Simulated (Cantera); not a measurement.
Charge: 1 mol Si₂H₆, 9.7 mol NO, 170 mol N₂, 0.005 mol HF, equilibrated at 18.8 Torr.

Method: chemical equilibrium by Gibbs-energy minimisation in Cantera with the NASA 1993 tables (ideal gas, pure condensed phases). Candidate condensed phases: H₂O, Si, SiO₂, Si₂N₂O, Si₃N₄; 58 gas species. The feed counts by its element totals alone. The tables hold silica as quartz up to 1696 K and as liquid above; real silica turns to tridymite and cristobalite and melts near 1996 K. Rates play no part.

x: gas mole fraction; n: condensed amount in mol.

```
T (K)   x N₂   x H₂O     x O₂      x NO  x OH     x HF      x H₂  n SiO₂(α-quartz)  n SiO₂(β-quartz)
-----  -----  ------  -------  --------  ----  -------  --------  ----------------  ----------------
773    0.976  0.0167  0.00753   2.61e-7   [?]  2.79e-5    <1e-12              2.00                 0
848    0.976  0.0167  0.00753   9.19e-7   [?]  2.79e-5    <1e-12                 0              2.00
923    0.976  0.0167  0.00753   2.63e-6   [?]  2.79e-5  8.89e-12                 0              2.00
998    0.976  0.0167  0.00753   6.45e-6   [?]  2.79e-5  1.00e-10                 0              2.00
1073   0.976  0.0167  0.00753   1.39e-5   [?]  2.79e-5  8.12e-10                 0              2.00
1148   0.976  0.0167  0.00752   2.72e-5   [?]  2.79e-5   5.01e-9                 0              2.00
1223   0.976  0.0167  0.00751   4.89e-5   [?]  2.79e-5   2.48e-8                 0              2.00
1298   0.976  0.0167  0.00749   8.21e-5   [?]  2.79e-5   1.02e-7                 0              2.00
1373   0.976  0.0167  0.00747  0.000130   [?]  2.79e-5   3.63e-7                 0              2.00
1448   0.976  0.0167  0.00743  0.000197   [?]  2.79e-5   1.13e-6                 0              2.00
1523   0.976  0.0167  0.00738  0.000285   [?]  2.79e-5   3.15e-6                 0              2.00
1598   0.975  0.0167  0.00731  0.000398   [?]  2.79e-5   8.00e-6                 0              2.00
```

**Question.** Fill in the missing entries.

**Answer.** 
- 773, x OH: 1.67e-10
- 848, x OH: 1.55e-9
- 923, x OH: 1.01e-8
- 998, x OH: 4.95e-8
- 1073, x OH: 1.95e-7
- 1148, x OH: 6.40e-7
- 1223, x OH: 1.82e-6
- 1298, x OH: 4.59e-6
- 1373, x OH: 1.04e-5
- 1448, x OH: 2.18e-5
- 1523, x OH: 4.24e-5
- 1598, x OH: 7.74e-5
